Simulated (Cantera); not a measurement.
Cantera run, input and output.

```python
import numpy as np
import cantera as ct

gas = ct.Solution("gri30.yaml")
gas.TP = 300, 70000
flame = ct.CounterflowDiffusionFlame(gas, width=0.02)
flame.fuel_inlet.X, flame.fuel_inlet.T = {'CH3OH': 1}, 300
flame.oxidizer_inlet.X, flame.oxidizer_inlet.T = {'O2': 0.27, 'N2': 0.73}, 375
flame.set_refine_criteria(ratio=3, slope=0.12, curve=0.24, prune=0.03)
show = ['OH', 'H', 'NO', 'CO', 'C2H2']

rows = []
print(f"{'mdot':>8s}{'a_max':>10s}{'a_mean':>10s}{'Tmax/K':>9s}" + "".join(f"{s:>11s}" for s in show) + "   (peak mole fractions)")
for i, mdot in enumerate([0.17, 0.24, 0.32, 0.44, 0.6, 0.81, 1.1, 1.5]):  # kg/m2/s on the oxidiser side
    flame.oxidizer_inlet.mdot, flame.fuel_inlet.mdot = mdot, 1.3 * mdot
    flame.solve(loglevel=0, auto=(i == 0))
    if flame.T.max() < max(300, 375) + 100:
        print(f"{mdot:8.3g}  no burning solution found from the previous one")
        break
    dT = np.abs(np.gradient(flame.T, flame.grid))
    rows.append([flame.strain_rate("max"), flame.strain_rate("mean"), flame.T.max(),
                 *(flame.X[gas.species_index(s)].max() for s in show), max(dT[0], dT[-1]) / dT.max()])
    print(f"{mdot:8.3g}{rows[-1][0]:10.1f}{rows[-1][1]:10.1f}{rows[-1][2]:9.1f}" + "".join(f"{x:11.3e}" for x in rows[-1][3:-1]))
```

Output:

```
    mdot     a_max    a_mean   Tmax/K         OH          H         NO         CO       C2H2   (peak mole fractions)
    0.17     166.3      25.3   2223.9  1.517e-02  9.413e-03  1.695e-04  2.059e-01  1.983e-04
    0.24     221.0      35.7   2178.6  1.511e-02  1.035e-02  1.178e-04  2.036e-01  2.434e-04
    0.32     282.3      47.6   2142.2  1.515e-02  1.117e-02  9.001e-05  2.020e-01  2.875e-04
    0.44     371.9      65.5   2101.5  1.512e-02  1.212e-02  6.896e-05  2.004e-01  3.426e-04
     0.6     488.9      89.3   2059.5  1.493e-02  1.301e-02  5.443e-05  1.980e-01  4.005e-04
    0.81     640.6     120.6   2017.0  1.467e-02  1.387e-02  4.438e-05  1.954e-01  4.581e-04
     1.1     848.9     163.7   1972.8  1.423e-02  1.464e-02  3.658e-05  1.919e-01  5.116e-04
     1.5    1131.9     223.3   1930.2  1.378e-02  1.541e-02  3.072e-05  1.890e-01  5.586e-04
```

Model: GRI-Mech 3.0 (53 species, 325 reactions), integrated in Cantera. GRI-Mech 3.0 was tuned for natural gas; its chemistry of methanol as a main component is partial and can be far from experiment. GRI-Mech 3.0 has no aromatics or soot, which form on the fuel side of real flames. The maximum strain rate includes the flame's own expansion and is several times the mean.
